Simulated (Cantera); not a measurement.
Cantera run:

```python
import numpy as np
import cantera as ct

gas_names = """
    H HO2 H2 H2O H2O2 Hg O OH O2 O3
""".split()
cond_names = """
    H2O(s) H2O(L) Hg(cr) Hg(L) HgO(s)
""".split()


# ... load() reads the species with a 1 bar reference pressure and builds the phases ...
atoms = {
    'HgO': {'Hg': 1, 'O': 1},
    'H2': {'H': 2},
}
top_T = {}  # K; cautious upper limits of use, not melting points


# ... equilibrate(T, P, feed) seeds the gas with the atoms and calls Mixture.equilibrate('TP', solver="vcs", rtol=1e-11, max_steps=5000) ...
results = []
T = 1000  # K
P = 450000  # Pa
for m in [0.16, 0.22, 0.32, 0.45, 0.64, 0.91, 1.3]:
    feed = {'HgO': 1, 'H2': m}  # mol
    mix = equilibrate(T, P, feed)
    results.append((T, P, feed, dict(zip(mix.species_names, mix.species_moles))))
    x = sorted(zip(gas.X, gas.species_names), reverse=True)
    print(f"T = {T:g} K  P = {P:g} Pa  n(H2) = {m:g} mol  gas = {mix.phase_moles(0):.4g} mol")
    print("   x: " + "  ".join(f"{s} {v:.3e}" for v, s in x if v > 1e-06))
    print("   condensed (mol): " + ("  ".join(f"{mix.phase(i).name} {mix.phase_moles(i):.4g}"
          for i in range(1, mix.n_phases) if mix.phase_moles(i) > 1e-12) or "none"))
```

Output:

```
T = 1000 K  P = 450000 Pa  n(H2) = 0.16 mol  gas = 1.58 mol
   x: Hg 6.329e-01  O2 2.658e-01  H2O 1.013e-01
   condensed (mol): none
T = 1000 K  P = 450000 Pa  n(H2) = 0.22 mol  gas = 1.61 mol
   x: Hg 6.211e-01  O2 2.422e-01  H2O 1.366e-01
   condensed (mol): none
T = 1000 K  P = 450000 Pa  n(H2) = 0.32 mol  gas = 1.66 mol
   x: Hg 6.024e-01  O2 2.048e-01  H2O 1.928e-01
   condensed (mol): none
T = 1000 K  P = 450000 Pa  n(H2) = 0.45 mol  gas = 1.725 mol
   x: Hg 5.797e-01  H2O 2.609e-01  O2 1.594e-01
   condensed (mol): none
T = 1000 K  P = 450000 Pa  n(H2) = 0.64 mol  gas = 1.82 mol
   x: Hg 5.495e-01  H2O 3.516e-01  O2 9.890e-02
   condensed (mol): none
T = 1000 K  P = 450000 Pa  n(H2) = 0.91 mol  gas = 1.955 mol
   x: Hg 5.115e-01  H2O 4.655e-01  O2 2.302e-02
   condensed (mol): none
T = 1000 K  P = 450000 Pa  n(H2) = 1.3 mol  gas = 2.3 mol
   x: H2O 4.348e-01  Hg 4.348e-01  H2 1.304e-01
   condensed (mol): none
```

Equilibrium computed with Cantera from the NASA thermochemical tables; the gas is ideal and each condensed phase is pure.
